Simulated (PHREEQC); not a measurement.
PHREEQC input (Pitzer model, pitzer.dat):

```
SOLUTION 1
  temp 55
  units mol/kgw
  pH 7 charge
END
SELECTED_OUTPUT 1
  -reset false
  -pH true
  -pe true
  -ionic_strength true
  -water true
  -totals Na S
  -molalities H+ Na+ SO4-2 OH- HSO4-
  -equilibrium_phases Thenardite
  -saturation_indices Mirabilite
PRINT
  -reset false
USE solution 1
REACTION_PRESSURE 1
  1 50 100 200 300 400 500 600 800 1000
EQUILIBRIUM_PHASES 1
  Thenardite 0 30
END
```

Selected output (columns that matter, 10 of 10 rows; P (atm) added in front):

```
P (atm)	pH	mu	Na	S	m_H+	m_Na+	m_SO4-2	m_OH-	Thenardite	si_Mirabilite
1	7.1894	9.5436	6.3624	3.1812	7.9154e-08	6.3624	3.1812	1.8885e-06	26.819	-0.7145
50	7.1831	9.637	6.4247	3.2123	7.8627e-08	6.4247	3.2123	1.8868e-06	26.788	-0.7055
100	7.177	9.7226	6.4818	3.2409	7.8169e-08	6.4818	3.2409	1.8866e-06	26.759	-0.6963
200	7.1653	9.8827	6.5885	3.2942	7.735e-08	6.5885	3.2942	1.8881e-06	26.706	-0.6793
300	7.154	10.032	6.6878	3.3439	7.6634e-08	6.6878	3.3439	1.8913e-06	26.656	-0.664
400	7.1429	10.172	6.7812	3.3906	7.6001e-08	6.7812	3.3906	1.8958e-06	26.609	-0.6506
500	7.1321	10.305	6.8698	3.4349	7.5434e-08	6.8698	3.4349	1.9015e-06	26.565	-0.639
600	7.1215	10.432	6.9544	3.4772	7.4921e-08	6.9544	3.4772	1.9081e-06	26.523	-0.6292
800	7.101	10.671	7.1141	3.5571	7.4003e-08	7.1141	3.5571	1.923e-06	26.443	-0.6147
1000	7.0811	10.899	7.2662	3.6331	7.3147e-08	7.2662	3.6331	1.9394e-06	26.367	-0.6072
```

Complexes and solids missing from the database can't appear. At this temperature some constants are extrapolated from 25 °C, and those without enthalpy data are left unchanged.
